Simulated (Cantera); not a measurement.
Feed: 1 mol PbCl₂, 40 mol H₂, equilibrated at 1900 Pa.

Method: chemical equilibrium by Gibbs-energy minimisation in Cantera with the NASA 1993 tables (ideal gas, pure condensed phases). Candidate condensed phases: Pb, PbCl₂; 10 gas species. The numbers say what is thermodynamically allowed, not how fast it happens. All values below are at 1527 °C.

Base state: H₂ 0.927, HCl 0.0468, Pb 0.0231, H 0.00250, PbCl 0.000699, Cl 9.66e-5 (mole fractions); condensed: gas only.

Problem. What changes in the equilibrium state with this change: H₂ from 40 to 19 mol?

Solution. 
| species | before | after |
|---|---|---|
| H₂ | 0.927 | 0.858 |
| HCl | 0.0468 | 0.0922 |
| Pb | 0.0231 | 0.0448 |
| PbCl₂ | 2.32e-6 | 1.89e-5 |
| PbCl | 0.000699 | 0.00278 |
| Cl | 9.66e-5 | 0.000198 |
| H | 0.00250 | 0.00241 |

Problem. What changes in the equilibrium state with this change: PbCl₂ replaced by KCl?

Solution. 
```json
[
 {"species": "H₂", "before": "0.927", "after": "0.969"},
 {"species": "KCl", "before": "0", "after": "0.0203"},
 {"species": "K", "before": "0", "after": "0.00396"},
 {"species": "HCl", "before": "0.0468", "after": "0.00396"},
 {"species": "Pb", "before": "0.0231", "after": "0"},
 {"species": "PbCl", "before": "0.000699", "after": "0"},
 {"species": "Cl", "before": "9.66e-5", "after": "7.99e-6"},
 {"species": "H", "before": "0.00250", "after": "0.00256"}
]
```
Further candidate phases: K, KCl.
